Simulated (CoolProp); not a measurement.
Vapour-liquid equilibrium of toluene (1) + m-xylene (2) at 0.179 bar; x and y are mole fractions of (1).

Model: multi-fluid Helmholtz-energy mixture model, Lemmon 2006 and Zhou 2012; pair parameters Bell 2016, in CoolProp.

| x | bubble temperature (K) | y at the bubble point | dew temperature at overall composition x (K) | liquid density (mol/L) |
|---|---|---|---|---|
| 0.05 | 355.5 | 0.123 | 356.7 | 7.672 |
| 0.2 | [?] | 0.410 | 354.0 | 7.877 |
| 0.35 | 344.8 | 0.603 | 351.0 | 8.081 |
| 0.5 | 341.0 | 0.736 | [?] | 8.285 |
| 0.65 | [?] | 0.833 | 343.5 | 8.493 |
| 0.8 | 335.2 | 0.910 | [?] | 8.707 |
| 0.95 | [?] | 0.978 | [?] | 8.931 |

### Question
Fill in the missing entries.

### Answer

- 0.2, bubble temperature (K): 349.6
- 0.5, dew temperature at overall composition x (K): 347.5
- 0.65, bubble temperature (K): 337.8
- 0.8, dew temperature at overall composition x (K): 338.9
- 0.95, bubble temperature (K): 333.0
- 0.95, dew temperature at overall composition x (K): 333.9

No azeotrope shows between x = 0.05 and 0.95.

The pair parameters rest on a limited set of measurements; away from them the model extrapolates.
